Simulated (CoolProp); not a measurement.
Model: reference Helmholtz-energy equation of state, Gao 2022, in CoolProp.

Q: For n-perfluorohexane, give the phase and the density (kg/m³), cp (kJ/(kg K)), cv (kJ/(kg K)), isothermal compressibility (1/MPa) at 400.5 K and 3670 kPa; 425.3 K and 3670 kPa; 450 K and 3670 kPa.

A: 
- 400.5 K and 3670 kPa: liquid; density 1360, cp 1.19, cv 0.978, isothermal compressibility 0.0119
- 425.3 K and 3670 kPa: liquid; density 1250, cp 1.24, cv 1.01, isothermal compressibility 0.0224
- 450 K and 3670 kPa: supercritical; density 1110, cp 1.31, cv 1.03, isothermal compressibility 0.0513
